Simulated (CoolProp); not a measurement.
Values from CoolProp's reference Helmholtz-energy equation of state, Leachman 2009.

Question: Give the vapour pressure (MPa), liquid density (kg/m³), liquid cp (kJ/(kg K)), surface tension (mN/m) of saturated normal hydrogen at 30.7 K.

Answer: 
```csv
T (K),p (MPa),liquid density (kg/m³),liquid cp (kJ/(kg K)),surface tension (mN/m)
30.7,0.899,52.4,30.5,0.251
```

Surface tension comes from a separate correlation (Mulero 2012).
